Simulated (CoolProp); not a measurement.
Cyclohexane at 293.15 K and 0.00716 MPa is compressed adiabatically to 0.0239 MPa with isentropic efficiency 0.7. Each further row changes one setting.

Values from CoolProp's reference Helmholtz-energy equation of state, Zhou 2014.

```json
[
 {"case": "as stated", "work (kJ/kg)": "51.9", "final temperature (K)": "332.4", "final density (kg/m³)": "0.736"},
 {"case": "efficiency 1", "work (kJ/kg)": "36.3", "final temperature (K)": "321.5", "final density (kg/m³)": "0.762"},
 {"case": "efficiency 0.65", "work (kJ/kg)": "55.9", "final temperature (K)": "335.1", "final density (kg/m³)": "0.729"}
]
```
